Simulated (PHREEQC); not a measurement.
**Nickel, zinc or cadmium bath: an equilibrium model**

Make-up at 25 °C: 0.0029 mol/kgw ZnSO4, 0.039 mol/kgw Na2SO4 and 0.009 mol/kgw MnSO4. Closed to the air; pH follows from the charge balance.

The numbers come from PHREEQC with the ion-association model, wateq4f.dat.

No solid was allowed to form.

Q: What pH, ionic strength does the model give?

A: pH 6.31; ionic strength 0.131 mol/kgw.

Q: In which forms is S present?

A: SO4-2 78 %, NaSO4- 9.6 %, MnSO4 8.2 %, ZnSO4 2.6 %, Zn(SO4)2-2 1.7 % of the S.
